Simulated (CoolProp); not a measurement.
Computed with CoolProp (reference Helmholtz-energy equation of state, Beckmüller 2019).

### Question
Give the vapour pressure (MPa), enthalpy of vaporisation (kJ/kg), vapour Z, liquid viscosity (µPa s) of saturated n-octane at 315.7, 450.9, 473.5 K.

### Answer
```
T (K)  p (MPa)  enthalpy of vaporisation (kJ/kg)  vapour Z  liquid viscosity (µPa s)
-----  -------  --------------------------------  --------  ------------------------
315.7  0.00471                               353     0.994                       418
450.9    0.355                               262     0.866                       136
473.5    0.555                               241     0.816                       114
```

Viscosity comes from a separate model (Huber 2004).
